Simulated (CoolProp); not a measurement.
Computed with CoolProp (reference Helmholtz-energy equation of state, Setzmann 1991).

Give the vapour pressure (bar), liquid cp (kJ/(kg K)), liquid viscosity (µPa s), liquid conductivity (mW/(m K)) of saturated methane at 165.7 K.


```json
[
 {"T (K)": "165.7", "p (bar)": "19.9", "liquid cp (kJ/(kg K))": "4.79", "liquid viscosity (µPa s)": "43.2", "liquid conductivity (mW/(m K))": "107"}
]
```

Viscosity comes from a separate model (Quiñones-Cisneros 2006). Thermal conductivity comes from a separate model (Friend 1989).
